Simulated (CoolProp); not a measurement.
The numbers come from the reference Helmholtz-energy equation of state, Platzer 1990 in CoolProp. This equation is an older, rougher fit; its heat capacities, sound speeds and derivatives of the liquid may be far off and weren't checked against measurements.

Give the vapour pressure (bar), liquid density (kg/m³), vapour density (kg/m³), enthalpy of vaporisation (kJ/kg) of saturated c-C4F8 (RC318) at 302, 332.3, 347.4 K.


```json
[
 {"T (K)": "302", "p (bar)": "3.53", "liquid density (kg/m³)": "1480", "vapour density (kg/m³)": "31.6", "enthalpy of vaporisation (kJ/kg)": "102"},
 {"T (K)": "332.3", "p (bar)": "8.21", "liquid density (kg/m³)": "1340", "vapour density (kg/m³)": "74.8", "enthalpy of vaporisation (kJ/kg)": "86.5"},
 {"T (K)": "347.4", "p (bar)": "11.8", "liquid density (kg/m³)": "1260", "vapour density (kg/m³)": "112", "enthalpy of vaporisation (kJ/kg)": "76.4"}
]
```
